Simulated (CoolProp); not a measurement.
Saturation properties of sulfur dioxide (Tc = 430.6 K, pc = 7.887 MPa, ω = 0.256).

Model: reference Helmholtz-energy equation of state, Gao 2016, in CoolProp.

| T (K) | p (MPa) | liquid density (kg/m³) | vapour density (kg/m³) | enthalpy of vaporisation (kJ/kg) | liquid cp (kJ/(kg K)) |
|---|---|---|---|---|---|
| 226.1 | 0.01399 | 1556 | 0.4800 | 420.9 | 1.364 |
| 236.7 | 0.02657 | 1530 | 0.8746 | 412.2 | 1.360 |
| 247.3 | 0.04733 | 1503 | 1.499 | 403.3 | 1.358 |
| 257.9 | 0.07974 | 1475 | 2.440 | 394.2 | 1.359 |
| 268.6 | 0.1286 | 1447 | 3.813 | 384.7 | 1.364 |
| 279.2 | 0.1980 | 1419 | 5.713 | 374.9 | 1.371 |
| 289.8 | 0.2939 | 1390 | 8.285 | 364.7 | 1.382 |
| 300.4 | 0.4225 | 1360 | 11.69 | 354.1 | 1.396 |
| 311 | 0.5907 | 1330 | 16.09 | 342.8 | 1.415 |
| 321.6 | 0.8057 | 1298 | 21.72 | 330.8 | 1.438 |
| 332.2 | 1.075 | 1264 | 28.82 | 317.9 | 1.468 |
| 342.8 | 1.407 | 1229 | 37.71 | 304.1 | 1.507 |
| 353.4 | 1.810 | 1192 | 48.80 | 289.1 | 1.557 |

It boils at 263.1 K under 1 atm.
